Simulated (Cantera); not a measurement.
Feed: 1 mol CHF3, 0.62 mol CH4, a varied amount of F2, equilibrated at 2525 K and 2.50 mbar.

Method: chemical equilibrium by Gibbs-energy minimisation in Cantera with the NASA 1993 tables (ideal gas, pure condensed phases). Candidate condensed phases: C, C6H6, C7H8, C8H18; 95 gas species. Rates play no part.

### Question
What share of the C ends up in condensed phases as a function of n(F2) (mol), at 0.048, 0.071, 0.11, 0.16, 0.24, 0.36, 0.54, 0.8, 1.2?

### Answer
| n(F2) (mol) | C condensed (%) | as |
|---|---|---|
| 0.048 | 99.6 | C(graphite) |
| 0.071 | 99.6 | C(graphite) |
| 0.11 | 99.6 | C(graphite) |
| 0.16 | 99.6 | C(graphite) |
| 0.24 | 99.5 | C(graphite) |
| 0.36 | 98.9 | C(graphite) |
| 0.54 | 97.4 | C(graphite) |
| 0.8 | 94.4 | C(graphite) |
| 1.2 | 88.7 | C(graphite) |
